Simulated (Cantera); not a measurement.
Mixture: CH4 : H2 : O2 : N2 = 1 : 0.46 : 2.75 : 19 (molar parts), equivalence ratio 0.81, at 8.50 bar, adiabatic and at constant pressure. Ignition delay is the time to a rise of 400 K.

Detailed kinetics in Cantera: GRI-Mech 3.0 (53 species, 325 reactions).

Question: Predict: delay at 1225 K; delay at 1325 K; delay at 1425 K; delay at 1525 K; delay at 1625 K; apparent activation energy between 1575 and 1675 K.

Answer: delay at 1225 K: 0.601 ms
delay at 1325 K: 0.269 ms
delay at 1425 K: 0.132 ms
delay at 1525 K: 67.6 µs
delay at 1625 K: 36.0 µs
apparent activation energy between 1575 and 1675 K: 130 kJ/mol
